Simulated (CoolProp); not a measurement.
A simple Rankine cycle with water: condensing at 333.15 K, boiler at 13.5 MPa, turbine inlet 609.1 K, turbine efficiency 0.75, pump efficiency 0.6, no recuperator. Each further row changes one setting.

Values from CoolProp's reference Helmholtz-energy equation of state, Wagner 2002.

```
case                             thermal efficiency (%)  net work (kJ/kg)  heat in (kJ/kg)  turbine exit temperature (K)  volume ratio over the turbine
-------------------------------  ----------------------  ----------------  ---------------  ----------------------------  -----------------------------
as stated                                          26.8               642             2400                         333.1                            [?]
turbine inlet 629.1 K                              27.2               691             2540                         333.1                            408
condensing temperature 325.15 K                     [?]               670              [?]                         325.2                            [?]
boiler pressure 9.45 MPa                            [?]               693             2620                         333.1                            [?]
turbine efficiency 0.65                            23.1               [?]             2400                         333.1                            482
```

Q: Fill in the missing entries.

A: 
- as stated, volume ratio over the turbine: 459
- condensing temperature 325.15 K, thermal efficiency (%): 27.5
- condensing temperature 325.15 K, heat in (kJ/kg): 2430
- condensing temperature 325.15 K, volume ratio over the turbine: 653
- boiler pressure 9.45 MPa, thermal efficiency (%): 26.4
- boiler pressure 9.45 MPa, volume ratio over the turbine: 274
- turbine efficiency 0.65, net work (kJ/kg): 553

The expansion ends wet for: as stated; turbine inlet 629.1 K; condensing temperature 325.15 K; boiler pressure 9.45 MPa; turbine efficiency 0.65.
